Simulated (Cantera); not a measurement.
An adiabatic, constant-volume homogeneous reactor starts with 5.79 % CH₄, 2.72 % CO, 7.58 % O₂, 83.9 % N₂, at 1698 K and 0.240 bar.

Cantera simulation using GRI-Mech 3.0 (53 species, 325 reactions); the numbers are that mechanism's predictions, not measurements.

**Question.** Predict: time of steepest temperature rise; temperature at 0.200 s; equilibrium temperature; x(CO) at 0.200 s; x(O₂) at 0.200 s; x(HCO) at 0.200 s; x(H₂O) at 0.200 s.

**Answer.** 
| Item | Result |
|---|---|
| time of steepest temperature rise | 1.71 ms |
| temperature at 0.200 s | 2464 K |
| equilibrium temperature | 2464 K |
| x(CO) at 0.200 s | 0.0631 (gas-phase equilibrium 0.0631) |
| x(O₂) at 0.200 s | 0.000214 (gas-phase equilibrium 0.000214) |
| x(HCO) at 0.200 s | 2.41e-8 (gas-phase equilibrium 2.41e-8) |
| x(H₂O) at 0.200 s | 0.0675 (gas-phase equilibrium 0.0675) |
